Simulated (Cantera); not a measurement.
Feed: 1 mol C₂F₆, 0.011 mol CH₄, at 1098.15 K and 10.0 mbar.

Equilibrium computed with Cantera from the NASA thermochemical tables; the gas is ideal and each condensed phase is pure. Candidate condensed phases: C, C₆H₆, C₇H₈, C₈H₁₈; 95 gas species. The feed counts by its element totals alone. Gases not in the tables: C₂F₆ and larger saturated fluorocarbons. Equilibrium is a limit: real reactors are often held back by kinetics, nucleation or transport.

Problem. What is the equilibrium state?

Solution. 
| Item | Result |
|---|---|
| x(CF₄) | 0.971 |
| x(HF) | 0.0287 |
| n(C(graphite)) | 0.522 mol |
| gas amount | 1.533 mol |
